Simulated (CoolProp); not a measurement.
A simple Rankine cycle with 1,2-dichloroethane: condensing at 308.15 K, boiler at 0.175 MPa, turbine inlet 415.2 K, turbine efficiency 0.8, pump efficiency 0.7, no recuperator. Each further row changes one setting.

Model: reference Helmholtz-energy equation of state, Thol 2015, in CoolProp.

```
case                             thermal efficiency (%)  net work (kJ/kg)  heat in (kJ/kg)  turbine exit temperature (K)  volume ratio over the turbine
-------------------------------  ----------------------  ----------------  ---------------  ----------------------------  -----------------------------
as stated                                          13.1              57.7              442                           ___                           9.05
turbine inlet 435.2 K                              13.2              60.8              461                           ___                           9.06
condensing temperature 300.15 K                    14.5              65.7              452                         338.7                            ___
boiler pressure 0.122 MPa                           ___              50.0              ___                           ___                           6.43
turbine efficiency 0.7                             11.4              50.5              442                         356.2                            ___
```

**Question.** Some entries are withheld; supply them.

**Answer.** 
- as stated, turbine exit temperature (K): 348.0
- turbine inlet 435.2 K, turbine exit temperature (K): 366.5
- condensing temperature 300.15 K, volume ratio over the turbine: 12.7
- boiler pressure 0.122 MPa, thermal efficiency (%): 11.3
- boiler pressure 0.122 MPa, heat in (kJ/kg): 443
- boiler pressure 0.122 MPa, turbine exit temperature (K): 358.1
- turbine efficiency 0.7, volume ratio over the turbine: 9.27
